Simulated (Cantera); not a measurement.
An adiabatic, constant-volume homogeneous reactor starts with H2 : O2 : N2 = 1 : 0.5 : 1.88 (molar parts), at 1150 K and 2700 Torr. Integrator tolerance rtol = 1e-08.

Computed with Cantera and the H2/O2 subset of GRI-Mech 3.0, which has no nitrogen chemistry. The hydrogen kinetics of GRI-Mech 3.0 are dated; newer H2 mechanisms differ, most at raised pressure. Above 3000 K some thermodynamic fits are extrapolated.

Task: What does this change do: pressure from 2700 Torr to 390 Torr?

Result: 
```json
[
 {"quantity": "time of steepest temperature rise", "before": "29.9 µs", "after": "0.110 ms"},
 {"quantity": "temperature at 0.600 s", "before": "3060 K", "after": "2873 K"},
 {"quantity": "equilibrium temperature", "before": "3060 K", "after": "2873 K"},
 {"quantity": "x(H2) at 0.600 s", "before": "0.0424 (gas-phase equilibrium 0.0424)", "after": "0.0501 (gas-phase equilibrium 0.0501)"},
 {"quantity": "x(O2) at 0.600 s", "before": "0.0143 (gas-phase equilibrium 0.0143)", "after": "0.0178 (gas-phase equilibrium 0.0178)"},
 {"quantity": "x(HO2) at 0.600 s", "before": "1.76e-5 (gas-phase equilibrium 1.76e-5)", "after": "8.62e-6 (gas-phase equilibrium 8.62e-6)"},
 {"quantity": "x(OH) at 0.600 s", "before": "0.0296 (gas-phase equilibrium 0.0296)", "after": "0.0328 (gas-phase equilibrium 0.0328)"},
 {"quantity": "x(H2O) at 0.600 s", "before": "0.269 (gas-phase equilibrium 0.269)", "after": "0.251 (gas-phase equilibrium 0.251)"},
 {"quantity": "x(H2O2) at 0.600 s", "before": "1.78e-6 (gas-phase equilibrium 1.78e-6)", "after": "5.14e-7 (gas-phase equilibrium 5.14e-7)"},
 {"quantity": "x(O) at 0.600 s", "before": "0.00571 (gas-phase equilibrium 0.00571)", "after": "0.00892 (gas-phase equilibrium 0.00892)"}
]
```

Task: What does this change do: N2 1.88 to 3.8 parts?

Result: 
```json
[
 {"quantity": "time of steepest temperature rise", "before": "29.9 µs", "after": "45.7 µs"},
 {"quantity": "temperature at 0.600 s", "before": "3060 K", "after": "2657 K"},
 {"quantity": "equilibrium temperature", "before": "3060 K", "after": "2657 K"},
 {"quantity": "x(H2) at 0.600 s", "before": "0.0424 (gas-phase equilibrium 0.0424)", "after": "0.0125 (gas-phase equilibrium 0.0125)"},
 {"quantity": "x(O2) at 0.600 s", "before": "0.0143 (gas-phase equilibrium 0.0143)", "after": "0.00453 (gas-phase equilibrium 0.00453)"},
 {"quantity": "x(HO2) at 0.600 s", "before": "1.76e-5 (gas-phase equilibrium 1.76e-5)", "after": "2.70e-6 (gas-phase equilibrium 2.70e-6)"},
 {"quantity": "x(OH) at 0.600 s", "before": "0.0296 (gas-phase equilibrium 0.0296)", "after": "0.00730 (gas-phase equilibrium 0.00730)"},
 {"quantity": "x(H2O) at 0.600 s", "before": "0.269 (gas-phase equilibrium 0.269)", "after": "0.189 (gas-phase equilibrium 0.189)"},
 {"quantity": "x(H2O2) at 0.600 s", "before": "1.78e-6 (gas-phase equilibrium 1.78e-6)", "after": "3.40e-7 (gas-phase equilibrium 3.40e-7)"},
 {"quantity": "x(O) at 0.600 s", "before": "0.00571 (gas-phase equilibrium 0.00571)", "after": "0.000738 (gas-phase equilibrium 0.000738)"}
]
```

Task: What does this change do: pressure from 2700 Torr to 3750 Torr?

Result: 
| quantity | before | after |
|---|---|---|
| time of steepest temperature rise | 29.9 µs | 44.3 µs |
| temperature at 0.600 s | 3060 K | 3091 K |
| equilibrium temperature | 3060 K | 3091 K |
| x(H2) at 0.600 s | 0.0424 (gas-phase equilibrium 0.0424) | 0.0409 (gas-phase equilibrium 0.0409) |
| x(O2) at 0.600 s | 0.0143 (gas-phase equilibrium 0.0143) | 0.0137 (gas-phase equilibrium 0.0137) |
| x(HO2) at 0.600 s | 1.76e-5 (gas-phase equilibrium 1.76e-5) | 1.96e-5 (gas-phase equilibrium 1.96e-5) |
| x(OH) at 0.600 s | 0.0296 (gas-phase equilibrium 0.0296) | 0.0289 (gas-phase equilibrium 0.0289) |
| x(H2O) at 0.600 s | 0.269 (gas-phase equilibrium 0.269) | 0.272 (gas-phase equilibrium 0.272) |
| x(H2O2) at 0.600 s | 1.78e-6 (gas-phase equilibrium 1.78e-6) | 2.17e-6 (gas-phase equilibrium 2.17e-6) |
| x(O) at 0.600 s | 0.00571 (gas-phase equilibrium 0.00571) | 0.00523 (gas-phase equilibrium 0.00523) |
